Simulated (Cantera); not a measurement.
Tantalum, niobium, vanadium and zirconium in process gases: V + H₂O + H₂

Input: 1 mol V, 0.25 mol H₂O, 2.2 mol H₂, at 41.0 Pa.

Equilibrium computed with Cantera from the NASA thermochemical tables; the gas is ideal and each condensed phase is pure. Candidate condensed phases: H₂O, V, VO, V₂O₃, V₂O₄, V₂O₅; 12 gas species. Mutual solubility and eutectic melting of coexisting phases are not modelled. VO: taken at fixed stoichiometry. Condensed phases not in the tables: N, O or C dissolved in the metal. The numbers say what is thermodynamically allowed, not how fast it happens.

| T (°C) | x H₂ | x H | x V | x VO | n V(s) | n VO(s) | n VO(l) |
|---|---|---|---|---|---|---|---|
| 825 | 1.000 | 1.22e-6 | <1e-12 | <1e-12 | 0.750 | 0.250 | 0 |
| 975 | 1.000 | 2.31e-5 | 5.54e-11 | 2.22e-11 | 0.750 | 0.250 | 0 |
| 1125 | 1.000 | 0.000234 | 1.10e-8 | 5.73e-9 | 0.750 | 0.250 | 0 |
| 1275 | 0.998 | 0.00152 | 7.69e-7 | 4.85e-7 | 0.750 | 0.250 | 0 |
| 1425 | 0.993 | 0.00712 | 2.52e-5 | 1.82e-5 | 0.750 | 0.250 | 0 |
| 1575 | 0.973 | 0.0258 | 0.000464 | 0.000367 | 0.749 | 0.249 | 0 |
| 1725 | 0.914 | 0.0757 | 0.00545 | 0.00459 | 0.738 | 0.236 | 0 |
| 1875 | 0.740 | 0.177 | 0.0450 | 0.0348 | 0.627 | 0 | 0.128 |
| 2025 | 0.441 | 0.314 | 0.186 | 0.0565 | 0 | 0 | 0 |
x: gas mole fraction; n: condensed amount in mol.

From 825 °C to 1725 °C the condensed part is V(s) + VO(s). At 1875 °C the condensed part is V(s) + VO(l). At 2025 °C nothing is condensed.
